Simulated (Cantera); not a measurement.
Input: 1 mol SiHCl3, 0.013 mol C2H4, a varied amount of H2, at 2375 K and 1.00 bar.

Points: n(H2) (mol) = 6.4, 9.6, 14, 21, 32, 48, 72, 110, 160, 240, 360.

Cantera's Mixture.equilibrate('TP', solver="vcs", rtol=1e-11, max_steps=5000) on the NASA tables stopped like this:

```
ERROR: FAILURE its = 5001!

*******************************************************************************
CanteraError thrown by MultiPhase::equilibrate:
VCS solver failed. Return code: -1
*******************************************************************************
```

**Question.** What got this run through?

**Answer.** One answer among several that fit: The failure is numerical, not chemical. The same input converged with solver="gibbs", rtol=1e-10, max_steps=50000, and the result passed a check of the equilibrium conditions:
```
log10 of partial pressures in bar; condensed amounts in mol
     n(H2)        H2       HCL     SiCL2         H      SiCL        CL     Si(L)    SiC(b)
       6.4    -0.146    -0.731    -1.102    -1.924    -2.599    -2.655    0.2455   0.02177
       9.6    -0.108    -0.817    -1.312    -1.905    -2.704    -2.760    0.3385   0.01982
        14    -0.082    -0.912    -1.529    -1.891    -2.812    -2.868    0.4207   0.01712
        21    -0.060    -1.029    -1.784    -1.881    -2.940    -2.996    0.4972   0.01281
        32    -0.044    -1.164    -2.070    -1.872    -3.083    -3.139    0.5556  0.005986
        48    -0.032    -1.305    -2.363    -1.867    -3.229    -3.285    0.5808         0
        72    -0.025    -1.455    -2.671    -1.863    -3.383    -3.439    0.5631         0
       110    -0.019    -1.619    -3.006    -1.860    -3.551    -3.606    0.4899         0
       160    -0.015    -1.770    -3.310    -1.858    -3.703    -3.759    0.3636         0
       240    -0.013    -1.936    -3.646    -1.857    -3.871    -3.927    0.1377         0
       360    -0.011    -2.103    -4.065    -1.856    -4.122    -4.094         0         0
```

The gas is ideal and each condensed phase is pure. Mutual solubility and eutectic melting of coexisting phases are not modelled. The tables' values for SiCl, SiCl3 are old estimates; treat these amounts as uncertain. Gases not in the tables: Si2H6 and higher silanes.
